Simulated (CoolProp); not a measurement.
Computed with CoolProp (reference Helmholtz-energy equation of state, Thol 2019).

Task: Give the vapour pressure (kPa), liquid density (kg/m³), liquid conductivity (mW/(m K)) of saturated n-hexane at 357.2, 373.5, 381.6 K.

Result: 
```
T (K)  p (kPa)  liquid density (kg/m³)  liquid conductivity (mW/(m K))
-----  -------  ----------------------  ------------------------------
357.2      160                     598                             104
373.5      249                     581                             100
381.6      304                     572                            98.2
```

Thermal conductivity comes from a separate model (Assael 2013).
